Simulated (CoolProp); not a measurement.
A simple Rankine cycle with sulfur dioxide: condensing at 321.15 K, boiler at 6.07 MPa, turbine inlet 430 K, turbine efficiency 0.9, pump efficiency 0.8, no recuperator. Each further row changes one setting.

Computed with CoolProp (reference Helmholtz-energy equation of state, Gao 2016).

```json
[
 {"case": "as stated", "thermal efficiency (%)": "16.4", "net work (kJ/kg)": "55.7", "heat in (kJ/kg)": "340", "turbine exit temperature (K)": "321.2", "volume ratio over the turbine": "6.82"},
 {"case": "turbine inlet 450 K", "thermal efficiency (%)": "17.0", "net work (kJ/kg)": "62.6", "heat in (kJ/kg)": "369", "turbine exit temperature (K)": "321.2", "volume ratio over the turbine": "___"},
 {"case": "condensing temperature 313.15 K", "thermal efficiency (%)": "17.7", "net work (kJ/kg)": "___", "heat in (kJ/kg)": "352", "turbine exit temperature (K)": "313.2", "volume ratio over the turbine": "8.45"},
 {"case": "boiler pressure 4.25 MPa", "thermal efficiency (%)": "14.7", "net work (kJ/kg)": "54.7", "heat in (kJ/kg)": "372", "turbine exit temperature (K)": "321.2", "volume ratio over the turbine": "___"},
 {"case": "turbine efficiency 0.8", "thermal efficiency (%)": "___", "net work (kJ/kg)": "___", "heat in (kJ/kg)": "340", "turbine exit temperature (K)": "321.2", "volume ratio over the turbine": "___"}
]
```

Task: Complete the blanks.

Result: 
- turbine inlet 450 K, volume ratio over the turbine: 6.21
- condensing temperature 313.15 K, net work (kJ/kg): 62.1
- boiler pressure 4.25 MPa, volume ratio over the turbine: 4.38
- turbine efficiency 0.8, thermal efficiency (%): 14.4
- turbine efficiency 0.8, net work (kJ/kg): 48.9
- turbine efficiency 0.8, volume ratio over the turbine: 6.97

The expansion ends wet for: as stated; turbine inlet 450 K; condensing temperature 313.15 K; boiler pressure 4.25 MPa; turbine efficiency 0.8.
